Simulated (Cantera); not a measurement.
Input: 1 mol PbO, 2.4 mol CH₄, 0.21 mol N₂, 1.8 mol C, at 1.00 bar.

Method: chemical equilibrium by Gibbs-energy minimisation in Cantera with the NASA 1993 tables (ideal gas, pure condensed phases). Candidate condensed phases: C, C₆H₆, C₇H₈, C₈H₁₈, H₂O, Pb, PbO, PbO₂, Pb₃O₄; 139 gas species. Rates play no part.

Problem. Which condensed phases are stable at each of these points (T (K)): 1573, 1623, 1673, 1723, 1773, 1823, 1873, 1923, 1973, 2023, 2073, 2123, 2173, 2223?

Solution. 
```
T (K)     condensed phases  Pb condensed (%)
-----  -------------------  ----------------
1573   C(graphite) + Pb(l)              69.7
1623   C(graphite) + Pb(l)              52.4
1673   C(graphite) + Pb(l)              26.2
1723           C(graphite)               0.0
1773           C(graphite)               0.0
1823           C(graphite)               0.0
1873           C(graphite)               0.0
1923           C(graphite)               0.0
1973           C(graphite)               0.0
2023           C(graphite)               0.0
2073           C(graphite)               0.0
2123           C(graphite)               0.0
2173           C(graphite)               0.0
2223           C(graphite)               0.0
```

From 1573 K to 1673 K the condensed part is C(graphite) + Pb(l). From 1723 K to 2223 K the condensed part is C(graphite).
